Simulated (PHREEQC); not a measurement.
Dissolve 0.15 mol HF, 0.08 mol NH4HF2 and 0.042 mol H2SiF6 per kg of water at 25 °C. Closed to the air; pH follows from the charge balance.

Equilibrium calculation in PHREEQC: ion-association model, phreeqc.dat.

This is a speciation only: nothing precipitates in the calculation.

Q: What pH does the model give?

A: pH 1.65.

Q: In which forms is F present?

A: HF 49 %, SiF6-2 45 %, HF2- 4.3 %, F- 2.1 % of the F.

SiF6-2 is the database's only silicon fluoride.
